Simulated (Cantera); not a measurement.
Standard-state values (1 bar) from the NASA 1993 polynomials, evaluated with Cantera. Values are per mole of reaction as written; species without (g) are pure solids or liquids, kept so even where they would boil at 1 bar.

CCl4(g) ⇌ 4 Cl(g) + C, with ΔH° = 581.0 kJ and ΔS° = 356.5 J/K at 300 K.

Problem. How far is the shortcut ΔG° ≈ ΔH°(300 K) − T·ΔS°(300 K) from the full temperature-dependent value at 925, 1125, 1325, 1525, 1725, 1925, 2125, 2325, 2525 K?

Solution. 
| T (K) | shortcut (kJ) | full (kJ) | difference (kJ) | difference in log10 K |
|---|---|---|---|---|
| 925 | 251.3 | 247.2 | 4.0 | -0.23 |
| 1125 | 180.0 | 173.8 | 6.2 | -0.29 |
| 1325 | 108.7 | 100.2 | 8.5 | -0.33 |
| 1525 | 37.4 | 26.5 | 10.9 | -0.37 |
| 1725 | -33.9 | -47.4 | 13.5 | -0.41 |
| 1925 | -105.2 | -121.3 | 16.1 | -0.44 |
| 2125 | -176.5 | -195.4 | 18.9 | -0.46 |
| 2325 | -247.8 | -269.4 | 21.6 | -0.49 |
| 2525 | -319.1 | -343.5 | 24.5 | -0.51 |
The shortcut ignores the heat-capacity change of the reaction.
